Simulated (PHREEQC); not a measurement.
Make-up at 20 °C: 0.002 mol MgCl2, 0.028 mol NaHCO3 and 0.0067 mol KCl per kg of water. Closed to the air; pH follows from the charge balance.

Computed with PHREEQC (ion-association model, phreeqc.dat).

```tsv
quantity	before	after
pH	8.13	7.93
HCO3- (mol/kgw)	0.0266	0.250
Mg+2 (mol/kgw)	0.00164	0.000930
CO2 (mol/kgw)	0.000399	0.00491
NaHCO3 (mol/kgw)	0.000298	0.0189
SI of Sylvite (KCl)	-5.18	-5.34
SI of Halite (NaCl)	-5.25	-4.41
```

Problem. Which change was made?
A) MgCl2 from 0.002 to 0.003 mol/kgw
B) temperature from 20 to 50 °C
C) diluted 2-fold with water
D) NaHCO3 from 0.028 to 0.0028 mol/kgw
E) NaHCO3 from 0.028 to 0.28 mol/kgw

Solution. E, NaHCO3 from 0.028 to 0.28 mol/kgw

Precipitation was switched off in this run.
